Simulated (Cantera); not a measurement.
A closed system holds: 1 mol Hg, 97 mol H2, equilibrated at 1648 K and 1.00 bar.

These are equilibrium values from Cantera (NASA tables, ideal gas, pure condensed phases), not measurements of a reactor. Candidate condensed phases: Hg; 3 gas species. Equilibrium is a limit: real reactors are often held back by kinetics, nucleation or transport.

What is the equilibrium state?


```
Item                                 Result
--------------------------------  ---------
x(H2)                                 0.990
x(Hg)                                0.0102
x(H)                                8.86e-5
gas amount                        98.00 mol
log10 activity of Hg(l) (absent)      -4.90
```
